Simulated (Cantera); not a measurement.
Feed: 1 mol S, 0.52 mol SO₂, 1.3 mol H₂, held at 0.00133 bar.

Equilibrium computed with Cantera from the NASA thermochemical tables; the gas is ideal and each condensed phase is pure. Candidate condensed phases: H₂O, H₂SO₄, S; 19 gas species. Gases not in the tables: S₃ to S₇. Rates play no part.

log p: log10 of the partial pressure in bar; nothing condenses.

```csv
T (K),log p H₂O,log p S₂,log p H₂,log p H₂S,log p SO₂,log p SO,log p SH
823,-3.18,-3.41,-5.06,-3.62,-4.48,-8.64,(withheld)
898,-3.18,-3.39,-4.65,-3.68,-4.59,-8.04,(withheld)
973,-3.18,-3.38,-4.32,-3.75,-4.63,-7.52,(withheld)
1048,-3.18,-3.37,-4.08,-3.85,-4.61,-7.04,(withheld)
1123,-3.20,-3.36,-3.91,-3.97,-4.54,-6.59,(withheld)
1198,-3.22,-3.36,-3.78,-4.10,-4.43,-6.19,(withheld)
1273,-3.24,-3.36,-3.68,-4.24,-4.32,-5.82,(withheld)
1348,-3.27,-3.36,-3.60,-4.37,-4.22,-5.49,(withheld)
1423,-3.30,-3.37,-3.54,-4.50,-4.13,-5.20,(withheld)
```

Q: Some entries are withheld; supply them.

A: 
- 823, log p SH: -8.16
- 898, log p SH: -7.55
- 973, log p SH: -7.05
- 1048, log p SH: -6.63
- 1123, log p SH: -6.29
- 1198, log p SH: -6.01
- 1273, log p SH: -5.77
- 1348, log p SH: -5.57
- 1423, log p SH: -5.39
